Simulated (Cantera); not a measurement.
An isothermal, constant-pressure homogeneous reactor starts with H₂ : O₂ = 0.34 : 1 (molar parts), at 1448 K and 0.0263 atm. Integrator tolerance rtol = 1e-08.

Detailed kinetics in Cantera: GRI-Mech 3.0 (53 species, 325 reactions). Radical loss at walls, strong at low pressure, is not modelled. The temperature is held fixed by assumption; the heat of reaction is taken as removed at once.

Task: What does this change do: H2 0.34 to 1.1 parts?

Result: 
| quantity | before | after |
|---|---|---|
| x(H₂) at 1.00 s | 2.56e-6 (gas-phase equilibrium 1.96e-6) | 8.26e-6 (gas-phase equilibrium 7.47e-6) |
| x(O₂) at 1.00 s | 0.709 (gas-phase equilibrium 0.709) | 0.290 (gas-phase equilibrium 0.290) |
| x(H) at 1.00 s | 1.19e-7 (gas-phase equilibrium 7.95e-8) | 1.80e-7 (gas-phase equilibrium 1.55e-7) |
| x(O) at 1.00 s | 1.32e-5 (gas-phase equilibrium 1.01e-5) | 7.16e-6 (gas-phase equilibrium 6.48e-6) |
| x(H₂O₂) at 1.00 s | 6.80e-9 (gas-phase equilibrium 6.08e-9) | 1.01e-8 (gas-phase equilibrium 9.49e-9) |
| x(OH) at 1.00 s | 0.000321 (gas-phase equilibrium 0.000281) | 0.000369 (gas-phase equilibrium 0.000351) |
| x(H₂O) at 1.00 s | 0.290 (gas-phase equilibrium 0.290) | 0.709 (gas-phase equilibrium 0.709) |

Task: What does this change do: temperature 1448 to 1325 K?

Result: 
| quantity | before | after |
|---|---|---|
| x(H₂) at 1.00 s | 2.56e-6 (gas-phase equilibrium 1.96e-6) | 9.66e-7 (gas-phase equilibrium 2.85e-7) |
| x(O₂) at 1.00 s | 0.709 (gas-phase equilibrium 0.709) | 0.709 (gas-phase equilibrium 0.709) |
| x(H) at 1.00 s | 1.19e-7 (gas-phase equilibrium 7.95e-8) | 3.32e-8 (gas-phase equilibrium 5.39e-9) |
| x(O) at 1.00 s | 1.32e-5 (gas-phase equilibrium 1.01e-5) | 4.84e-6 (gas-phase equilibrium 1.43e-6) |
| x(H₂O₂) at 1.00 s | 6.80e-9 (gas-phase equilibrium 6.08e-9) | 6.42e-9 (gas-phase equilibrium 2.64e-9) |
| x(OH) at 1.00 s | 0.000321 (gas-phase equilibrium 0.000281) | 0.000147 (gas-phase equilibrium 8.00e-5) |
| x(H₂O) at 1.00 s | 0.290 (gas-phase equilibrium 0.290) | 0.291 (gas-phase equilibrium 0.291) |
